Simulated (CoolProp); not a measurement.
A closed Brayton cycle with carbon dioxide: compressor inlet 314.15 K and 8.4 MPa, high pressure 22.6 MPa, turbine inlet 805 K, compressor efficiency 0.89, turbine efficiency 0.85, recuperator effectiveness 0.95 (on enthalpy, no pinch check). Each further row changes one setting.

Computed with CoolProp (reference Helmholtz-energy equation of state, Span 1996).

| case | thermal efficiency (%) | net work (kJ/kg) | compressor to turbine work | compressor exit (K) | turbine exit (K) |
|---|---|---|---|---|---|
| as stated | 34.8 | 81.7 | 0.31 | 380.1 | 694.5 |
| turbine inlet 755 K | 32.7 | 73.2 | ? | 380.1 | ? |
| compressor inlet 324.15 K | 33.5 | 71.8 | 0.40 | 404.2 | 694.5 |
| high pressure 19.2 MPa | 33.7 | 71.0 | ? | ? | 712.3 |
| recuperator effectiveness 0.5 | 20.5 | 81.7 | 0.31 | 380.1 | 694.5 |

**Question.** Complete the blanks.

**Answer.** 
- turbine inlet 755 K, compressor to turbine work: 0.34
- turbine inlet 755 K, turbine exit (K): 648.4
- high pressure 19.2 MPa, compressor to turbine work: 0.30
- high pressure 19.2 MPa, compressor exit (K): 369.1
